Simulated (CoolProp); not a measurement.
Computed with CoolProp (reference Helmholtz-energy equation of state, Lemmon 2006). It is a short technical equation, of lower accuracy than the large ones.

### Question
For CH3F (R41), give the phase and the density (kg/m³), cv (kJ/(kg K)), speed of sound (m/s), Joule-Thomson coefficient (K/MPa) at 425 K and 5.91 MPa; 425 K and 7.38 MPa.

### Answer
- 425 K and 5.91 MPa: supercritical; density 66.5, cv 1.18, speed of sound 330, Joule-Thomson coefficient 5.93
- 425 K and 7.38 MPa: supercritical; density 86.5, cv 1.20, speed of sound 325, Joule-Thomson coefficient 5.66
